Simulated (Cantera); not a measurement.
An adiabatic, constant-volume homogeneous reactor starts with CH₃OH : O₂ : N₂ = 1 : 2.27 : 10.9 (molar parts), equivalence ratio 0.66, at 1673 K and 5.00 bar. Integrator tolerance rtol = 1e-08.

Detailed kinetics in Cantera: GRI-Mech 3.0 (53 species, 325 reactions). GRI-Mech 3.0 was tuned for natural gas; its chemistry of methanol as a main component is partial and can be far from experiment.

Problem. What does this change do: initial temperature 1673 to 1773 K?

Solution. 
```
quantity                                                            before                                    after
---------------------------------  ---------------------------------------  ---------------------------------------
time of steepest temperature rise                                  15.4 µs                                  7.89 µs
temperature at 6.00 s                                               2811 K                                   2856 K
equilibrium temperature                                             2811 K                                   2856 K
x(CH₃OH) at 6.00 s                   <1e-12 (gas-phase equilibrium <1e-12)    <1e-12 (gas-phase equilibrium <1e-12)
x(O₂) at 6.00 s                      0.0466 (gas-phase equilibrium 0.0466)    0.0467 (gas-phase equilibrium 0.0467)
x(NO) at 6.00 s                      0.0169 (gas-phase equilibrium 0.0169)    0.0180 (gas-phase equilibrium 0.0180)
x(CH₄) at 6.00 s                     <1e-12 (gas-phase equilibrium <1e-12)    <1e-12 (gas-phase equilibrium <1e-12)
x(H₂O₂) at 6.00 s                  9.96e-7 (gas-phase equilibrium 9.96e-7)  1.04e-6 (gas-phase equilibrium 1.04e-6)
x(NO₂) at 6.00 s                   1.58e-5 (gas-phase equilibrium 1.58e-5)  1.59e-5 (gas-phase equilibrium 1.59e-5)
```

Problem. What does this change do: initial temperature 1673 to 1775 K?

Solution. 
```csv
quantity,before,after
time of steepest temperature rise,15.4 µs,7.79 µs
temperature at 6.00 s,2811 K,2857 K
equilibrium temperature,2811 K,2857 K
x(CH₃OH) at 6.00 s,<1e-12 (gas-phase equilibrium <1e-12),<1e-12 (gas-phase equilibrium <1e-12)
x(O₂) at 6.00 s,0.0466 (gas-phase equilibrium 0.0466),0.0467 (gas-phase equilibrium 0.0467)
x(NO) at 6.00 s,0.0169 (gas-phase equilibrium 0.0169),0.0180 (gas-phase equilibrium 0.0180)
x(CH₄) at 6.00 s,<1e-12 (gas-phase equilibrium <1e-12),<1e-12 (gas-phase equilibrium <1e-12)
x(H₂O₂) at 6.00 s,9.96e-7 (gas-phase equilibrium 9.96e-7),1.04e-6 (gas-phase equilibrium 1.04e-6)
x(NO₂) at 6.00 s,1.58e-5 (gas-phase equilibrium 1.58e-5),1.59e-5 (gas-phase equilibrium 1.59e-5)
```
